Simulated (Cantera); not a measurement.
Charge: 1 mol SiC, 0.049 mol O2, 44 mol H2, at 0.000480 bar.

These are equilibrium values from Cantera (NASA tables, ideal gas, pure condensed phases), not measurements of a reactor. Candidate condensed phases: C, C6H6, C7H8, C8H18, H2O, Si, SiC, SiO2; 123 gas species. Equilibrium is a limit: real reactors are often held back by kinetics, nucleation or transport.

Question: At 1552 °C, list the 4 most abundant gas species with their mole fractions, and the condensed phases.

Answer: H2 0.976, H 0.0199, CO 0.00184, Si 0.00145. Condensed: SiC(s).
